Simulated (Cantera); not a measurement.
# Equilibrium for metals in furnace atmospheres: Cu + CO + H2

Charge: 1 mol Cu, 1.6 mol CO, 140 mol H2, held at 1023.15 K.

Method: chemical equilibrium by Gibbs-energy minimisation in Cantera with the NASA 1993 tables (ideal gas, pure condensed phases). Candidate condensed phases: C, C6H6, C7H8, C8H18, Cu, CuO, Cu(OH)2, Cu2O, H2O; 113 gas species. Equilibrium is a limit: real reactors are often held back by kinetics, nucleation or transport.

From 10.0 Pa to 30.0 bar the condensed part is Cu(s).

```tsv
P (Pa)	x H2	x CH4	x H2O	x CO	n Cu(s)
10	0.989	1.51e-6	1.48e-6	0.0113	1.000
41	0.989	6.17e-6	6.08e-6	0.0113	1.000
160	0.989	2.41e-5	2.37e-5	0.0113	1.000
670	0.989	0.000100	9.89e-5	0.0112	1.000
2700	0.988	0.000399	0.000393	0.0109	1.00
11000	0.987	0.00154	0.00152	0.00978	1.00
45000	0.984	0.00502	0.00498	0.00635	1.00
180000	0.979	0.00992	0.00990	0.00158	1.00
740000	0.977	0.0114	0.0114	0.000125	1.00
3000000	0.977	0.0116	0.0116	7.78e-6	1.00
```
x: gas mole fraction; n: condensed amount in mol.
